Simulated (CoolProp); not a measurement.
Vapour-liquid equilibrium of R134a (1) + R141b (2) at 3.9 kPa; x and y are mole fractions of (1).

Computed with CoolProp (multi-fluid Helmholtz-energy mixture model, Tillner-Roth 1994 and Lemmon 2006; pair parameters Bell 2016).

| x | bubble temperature (°C) | y at the bubble point | dew temperature at overall composition x (°C) | liquid density (mol/L) |
|---|---|---|---|---|
| 0.05 | -51.7 | 0.669 | -37.3 | ? |
| 0.15 | -64.2 | 0.890 | -38.9 | 12.28 |
| 0.25 | -69.6 | 0.938 | -40.8 | 12.60 |
| 0.35 | -72.6 | 0.958 | -42.8 | 12.89 |
| 0.45 | -74.4 | 0.967 | -45.1 | 13.18 |
| 0.55 | -75.6 | 0.973 | -47.8 | 13.47 |
| 0.65 | -76.4 | ? | -51.1 | 13.77 |
| 0.75 | -77.1 | 0.982 | -55.2 | 14.08 |
| 0.85 | -77.9 | 0.987 | -61.0 | 14.42 |
| 0.95 | ? | 0.995 | -71.3 | 14.77 |

Task: What belongs in the gaps?

Result: 
- 0.05, liquid density (mol/L): 11.86
- 0.65, y at the bubble point: 0.978
- 0.95, bubble temperature (°C): -78.8

No azeotrope shows between x = 0.05 and 0.95.

The pair parameters rest on a limited set of measurements; away from them the model extrapolates.
